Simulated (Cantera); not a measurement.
A perfectly stirred reactor is fed with CH₄ : H₂ : O₂ : N₂ = 1 : 0.04 : 1.35 : 10.2 (molar parts), at 8.00 bar; it is adiabatic with a 773 K inlet, and is followed from long to short residence time, starting on the burning branch (τ in s: 0.042, 0.017, 0.0068, 0.0027, 0.0011, 0.00044, 0.00018, 7.1e-05, 2.9e-05).

Model: GRI-Mech 3.0 (53 species, 325 reactions), integrated in Cantera.

x: mole fraction; the columns are a selection and need not sum to one.

| τ (s) | T (K) | x CH₄ | x H₂ | x O₂ | x HCN | x C₂H | x C₂H₄ | x OH |
|---|---|---|---|---|---|---|---|---|
| 0.042 | 1777 | 0.00592 | 0.0315 | 0.000881 | ___ | 1.85e-8 | 9.28e-5 | 6.24e-6 |
| 0.017 | 1771 | 0.00702 | 0.0286 | 0.00181 | ___ | 2.42e-8 | 0.000167 | 8.01e-6 |
| 0.0068 | 1753 | 0.00814 | 0.0266 | 0.00366 | ___ | 2.76e-8 | 0.000314 | 1.02e-5 |
| 0.0027 | 1709 | 0.00978 | 0.0251 | 0.00769 | ___ | 2.38e-8 | 0.000633 | 1.21e-5 |
| 0.0011 | 773 | 0.0794 | 0.00318 | 0.107 | <1e-12 | <1e-12 | <1e-12 | <1e-12 |
| 0.00044 | 773 | 0.0794 | 0.00318 | 0.107 | <1e-12 | <1e-12 | <1e-12 | <1e-12 |
| 0.00018 | 773 | 0.0794 | 0.00318 | 0.107 | <1e-12 | <1e-12 | <1e-12 | <1e-12 |
| 7.1e-5 | 773 | 0.0794 | 0.00318 | 0.107 | <1e-12 | <1e-12 | <1e-12 | <1e-12 |
| 2.9e-5 | 773 | 0.0794 | 0.00318 | 0.107 | <1e-12 | <1e-12 | <1e-12 | <1e-12 |

Question: Complete the blanks.

Answer: 
- 0.042, x HCN: 3.44e-6
- 0.017, x HCN: 3.12e-6
- 0.0068, x HCN: 2.29e-6
- 0.0027, x HCN: 1.07e-6
